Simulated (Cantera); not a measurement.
Thermodynamics of sublimation and decomposition of ceramics, feed AlN + C + N2

Charge: 1 mol AlN, a varied amount of C, 0.49 mol N2, at 2900 K and 11.0 mbar.

Equilibrium computed with Cantera from the NASA thermochemical tables; the gas is ideal and each condensed phase is pure. Candidate condensed phases: Al, AlN, C; 16 gas species. Kinetics and transport are ignored.

From 0.0039 mol C to 0.084 mol C nothing is condensed. The main Al-bearing gas is Al throughout.

```json
[
 {"n(C) (mol)": "0.0039", "x Al": "0.502", "x N2": "0.496", "x CN": "0.00161", "x C3": "2.22e-5", "x C": "0.000229", "x C2": "1.66e-5"},
 {"n(C) (mol)": "0.0061", "x Al": "0.502", "x N2": "0.495", "x CN": "0.00239", "x C3": "7.29e-5", "x C": "0.000341", "x C2": "3.67e-5"},
 {"n(C) (mol)": "0.0094", "x Al": "0.501", "x N2": "0.495", "x CN": "0.00339", "x C3": "0.000208", "x C": "0.000483", "x C2": "7.38e-5"},
 {"n(C) (mol)": "0.015", "x Al": "0.501", "x N2": "0.493", "x CN": "0.00472", "x C3": "0.000566", "x C": "0.000675", "x C2": "0.000144"},
 {"n(C) (mol)": "0.023", "x Al": "0.500", "x N2": "0.492", "x CN": "0.00614", "x C3": "0.00125", "x C": "0.000879", "x C2": "0.000244"},
 {"n(C) (mol)": "0.035", "x Al": "0.498", "x N2": "0.490", "x CN": "0.00771", "x C3": "0.00249", "x C": "0.00111", "x C2": "0.000386"},
 {"n(C) (mol)": "0.054", "x Al": "0.497", "x N2": "0.487", "x CN": "0.00949", "x C3": "0.00470", "x C": "0.00137", "x C2": "0.000590"},
 {"n(C) (mol)": "0.084", "x Al": "0.494", "x N2": "0.483", "x CN": "0.0115", "x C3": "0.00844", "x C": "0.00166", "x C2": "0.000871"}
]
```
x: gas mole fraction; nothing condenses.
